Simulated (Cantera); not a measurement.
Feed: 1 mol Si, 0.17 mol H₂O, 3.9 mol N₂, equilibrated at 0.495 Torr.

Method: chemical equilibrium by Gibbs-energy minimisation in Cantera with the NASA 1993 tables (ideal gas, pure condensed phases). Candidate condensed phases: H₂O, Si, SiO₂, Si₂N₂O, Si₃N₄; 35 gas species. Mutual solubility and eutectic melting of coexisting phases are not modelled. The tables' values for SiN are old estimates; treat these amounts as uncertain. Equilibrium is a limit: real reactors are often held back by kinetics, nucleation or transport.

log p: log10 of the partial pressure in bar; n: condensed amount in mol.

```tsv
T (°C)	log p N₂	log p Si	log p H₂	log p SiO	log p H	log p Si₂	n Si₂N₂O(s)	n Si₃N₄(s)	n Si(s)	n Si(l)
1250	-3.20	-8.36	-4.49	-6.13	-6.88	?	0.166	0.221	0	0
1300	-3.20	-7.61	-4.49	-5.50	-6.64	?	0.153	0.225	0	0
1350	-3.21	-6.90	-4.50	-4.91	-6.41	?	0.104	0.242	0	0
1400	-3.22	-6.38	-4.58	-4.58	-6.23	?	0	0	0.827	0
1450	-3.22	-6.01	-4.59	-4.58	-6.03	?	0	0	0	0.823
1500	-3.22	-5.67	-4.59	-4.58	-5.84	?	0	0	0	0.815
1550	-3.22	-5.35	-4.60	-4.58	-5.66	?	0	0	0	0.799
1600	-3.22	-5.05	-4.61	-4.58	-5.50	?	0	0	0	0.769
1650	-3.23	-4.77	-4.63	-4.59	-5.34	?	0	0	0	0.711
1700	-3.24	-4.50	-4.66	-4.60	-5.20	?	0	0	0	0.604
1750	-3.26	-4.24	-4.71	-4.62	-5.07	?	0	0	0	0.405
```

Task: What belongs in the gaps?

Result: 
- 1250, log p Si₂: -11.80
- 1300, log p Si₂: -10.64
- 1350, log p Si₂: -9.54
- 1400, log p Si₂: -8.79
- 1450, log p Si₂: -8.33
- 1500, log p Si₂: -7.93
- 1550, log p Si₂: -7.54
- 1600, log p Si₂: -7.18
- 1650, log p Si₂: -6.84
- 1700, log p Si₂: -6.51
- 1750, log p Si₂: -6.21
